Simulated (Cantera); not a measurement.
# Adiabatic ignition

An adiabatic, constant-volume homogeneous reactor starts with 3.93 % C3H8, 19.9 % O2, 74.7 % N2, 1.49 % H2O, at 1798 K and 20000 Pa.

Computed with Cantera and GRI-Mech 3.0 (53 species, 325 reactions). GRI-Mech 3.0 was tuned for natural gas; its chemistry of propane as a main component is partial and can be far from experiment.

```csv
t (s),T (K),P (bar),x C3H8,x O2,x HO2,x H2,x H2O,x CH2CO
1.00e-6,1790,0.199,0.0384,0.198,2.62e-5,4.92e-5,0.0149,1.66e-9
5.41e-6,1756,0.197,0.0337,0.196,0.000279,0.00127,0.0153,6.89e-6
2.93e-5,1825,0.214,0.00654,0.167,0.000852,0.0190,0.0316,0.00200
0.000159,2747,0.347,<1e-12,0.0351,4.60e-6,0.0246,0.0980,<1e-12
0.000860,2817,0.354,<1e-12,0.0329,5.65e-6,0.0238,0.102,<1e-12
0.00465,2824,0.354,<1e-12,0.0299,5.47e-6,0.0240,0.103,<1e-12
0.0252,2824,0.354,<1e-12,0.0297,5.44e-6,0.0241,0.103,<1e-12
0.136,2824,0.354,<1e-12,0.0297,5.44e-6,0.0241,0.103,<1e-12
0.739,2824,0.354,<1e-12,0.0297,5.44e-6,0.0241,0.103,<1e-12
4.00,2824,0.354,<1e-12,0.0297,5.44e-6,0.0241,0.103,<1e-12
```
x: mole fraction; the columns are a selection and need not sum to one.

```yaml
time_of_steepest_temperature_rise: 45.8 µs
temperature at 4.00 s: 2824 K
equilibrium_temperature: 2824 K
x(C3H8) at 4.00 s: <1e-12 (gas-phase equilibrium <1e-12)
x(O2) at 4.00 s: 0.0297 (gas-phase equilibrium 0.0297)
x(HO2) at 4.00 s: 5.44e-6 (gas-phase equilibrium 5.44e-6)
```
